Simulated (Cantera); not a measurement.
A closed system holds: 1 mol SrCl2, 1.5 mol O2, 0.69 mol H2, 1.6 mol HCl, at 1325 K and 0.133 bar.

Equilibrium computed with Cantera from the NASA thermochemical tables; the gas is ideal and each condensed phase is pure. Candidate condensed phases: H2O, Sr, SrCl2, SrO, Sr(OH)2; 20 gas species. Condensed phases not in the tables: oxide chlorides. Rates play no part.

Base state: HCl 0.440, O2 0.330, H2O 0.214, Cl2 0.0111, Cl 0.00446, SrCl2 0.000154, OH 3.78e-5, ClO 2.95e-5 (mole fractions); condensed: SrCl2(l).

Question: What changes in the equilibrium state with this change: HCl from 1.6 to 0.062 mol?

Answer: 
```csv
species,before,after
O2,0.330,0.605
H2O,0.214,0.362
HCl,0.440,0.0321
Cl2,0.0111,4.76e-5
SrCl2,0.000154,0.000154
Cl,0.00446,0.000292
ClO,2.95e-5,2.62e-6
HOCl,2.46e-5,2.43e-6
OH,3.78e-5,5.72e-5
"SrCl2(l), mol",0.999,1.000
```
